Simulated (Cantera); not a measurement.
A perfectly stirred reactor is fed with CH4 : CO2 : H2 = 1 : 1.1 : 0.54 (molar parts), at 360 Torr; it is held at 1298 K, and followed from long to short residence time.

Computed with Cantera and GRI-Mech 3.0 (53 species, 325 reactions).

What does this change do: temperature 1298 to 1825 K?


| quantity | before | after |
|---|---|---|
| x(CH4) at τ = 15.0 s | 0.347 | 0.00357 |
| x(CO2) at τ = 15.0 s | 0.360 | 0.00733 |
| x(H2) at τ = 15.0 s | 0.186 | 0.511 |
| x(C2H2) at τ = 15.0 s | 0.00882 | 0.00741 |
| x(O2) at τ = 15.0 s | <1e-12 | 3.57e-11 |
| x(CH4) at τ = 0.120 s | 0.379 | 0.0310 |
| x(CO2) at τ = 0.120 s | 0.416 | 0.0482 |
| x(H2) at τ = 0.120 s | 0.204 | 0.369 |
| x(C2H2) at τ = 0.120 s | 2.97e-6 | 0.0731 |
| x(O2) at τ = 0.120 s | <1e-12 | 6.06e-10 |
